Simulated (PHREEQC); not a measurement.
MgCl2 is added in steps, without added water, to 1 kg of water holding 0.28 mol HCl, 0.00023 mol NiSO4 and 0.035 mol MnSO4, at 25 °C. The system is closed to oxygen. The system is closed to CO2. Solids allowed: Brucite, Pyrochroite, Ni(OH)2, Ni4(OH)6SO4, Epsomite, Morenosite. Others were left out.

Base run: PHREEQC, ion-association model, wateq4f.dat. Each further column changes one thing. The table gives pH.

```csv
MgCl2 added (mol),base,Davies equation for every ion,all activity coefficients set to 1,Debye-Hückel limiting law
0,0.71,0.74,0.60,0.90
0.028,0.71,0.74,0.60,0.93
0.049,0.71,0.73,0.59,0.95
0.077,0.71,0.73,0.59,0.98
0.105,0.71,0.72,0.58,1.00
0.126,0.71,0.72,0.58,1.02
0.154,0.72,0.71,0.58,1.04
0.175,0.72,0.71,0.58,1.06
0.203,0.72,0.70,0.57,1.08
0.231,0.72,0.69,0.57,1.10
0.252,0.72,0.68,0.57,1.11
0.28,0.72,0.67,0.57,1.13
```

The ionic strength passes 0.7 mol/kgw, the rough limit of the ion-association models, in part of: base; Davies equation for every ion; all activity coefficients set to 1; Debye-Hückel limiting law.
